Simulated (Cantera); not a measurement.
Input: 1 mol Si, 5.6 mol HCl, 13 mol H₂, held at 1.00 bar.

Equilibrium computed with Cantera from the NASA thermochemical tables; the gas is ideal and each condensed phase is pure. Candidate condensed phases: Si; 19 gas species. The tables' values for SiCl₃, SiCl are old estimates; treat these amounts as uncertain. Kinetics and transport are ignored.

x: gas mole fraction; nothing condenses.

```csv
T (°C),x H₂,x HCl,x SiCl₄,x SiCl₂,x SiHCl₃
300,0.852,0.0909,0.0568,<1e-12,7.51e-6
500,0.852,0.0912,0.0565,(withheld),(withheld)
700,0.849,0.0937,0.0540,7.01e-7,0.00275
900,0.841,0.102,0.0463,0.000267,0.00891
1100,0.817,0.127,0.0283,0.00837,0.0116
1300,0.778,(withheld),(withheld),(withheld),(withheld)
1500,0.760,0.186,0.00115,0.0460,0.00110
```

Complete the blanks.


- 1300, x HCl: 0.167
- 1300, x SiCl₄: 0.00769
- 1300, x SiCl₂: 0.0321
- 1300, x SiHCl₃: 0.00475
- 500, x SiCl₂: 5.15e-11
- 500, x SiHCl₃: 0.000332
